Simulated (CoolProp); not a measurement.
Computed with CoolProp (reference Helmholtz-energy equation of state, Thol 2015).

Q: For octamethylcyclotetrasiloxane (D4), give the phase and the density (kg/m³), cp (kJ/(kg K)), isothermal compressibility (1/MPa), fugacity coefficient at 569.7 K and 0.372 MPa; 575.3 K and 0.372 MPa; 614.4 K and 0.372 MPa.

A: 
- 569.7 K and 0.372 MPa: gas; density 26.4, cp 1.99, isothermal compressibility 3.09, fugacity coefficient 0.893
- 575.3 K and 0.372 MPa: gas; density 26.0, cp 1.99, isothermal compressibility 3.07, fugacity coefficient 0.897
- 614.4 K and 0.372 MPa: gas; density 23.6, cp 2.06, isothermal compressibility 2.95, fugacity coefficient 0.920
